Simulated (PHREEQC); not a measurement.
0.05 mol of Cu3(PO4)2:3H2O (Cu3(PO4)2:3H2O) is brought to equilibrium with 1 kg of water holding 0.1 mol/kgw NaCl, at 25 °C, the pH being set by adding NaOH or HCl. Oxygen alone is held at its pressure in air (log pO2 = -0.68). CO2 from the air is kept out. Only these solids could form: Cu3(PO4)2:3H2O, Cu(OH)2, Atacamite.

Model: ion-association model, wateq4f.dat, run in PHREEQC.

### Question
Predict dissolved Cu (mol/kgw), dissolved P (mol/kgw) at pH = 3.2, 5.6, 6.8.

### Answer
```
pH   dissolved Cu (mol/kgw)  dissolved P (mol/kgw)
---  ----------------------  ---------------------
3.2                  0.0518                 0.0345
5.6                0.000190                0.00149
6.8                 4.06e-6                0.00521
```

Complexes and solids missing from the database can't appear. H3PO4, which wateq4f.dat lacks, is added to it with the constant of phreeqc.dat. The database has no phosphate complexes of Cu. The database's constant for dissolved Cu(OH)2 is higher than later reviews accept.
